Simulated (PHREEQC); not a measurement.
A solution holds 0.71 mol KCl, 0.43 mol MgSO4 and 1 mol LiCl per kg of water, at 17 °C. Closed to the air; pH follows from the charge balance.

Computed with PHREEQC (Pitzer model, pitzer.dat).

```tsv
quantity	before	after
MgOH+ (mol/kgw)	5.80e-7	1.04e-7
HSO4- (mol/kgw)	4.72e-7	7.50e-8
SI of Arcanite (K2SO4)	-0.66	-2.78
SI of Sylvite (KCl)	-1.13	-3.05
```

Which change was made?
A. LiCl left out
B. diluted 10-fold with water
C. KCl replaced by KBr at the same molality
D. LiCl from 1 to 1.5 mol/kgw

B, diluted 10-fold with water

Precipitation was switched off in this run.
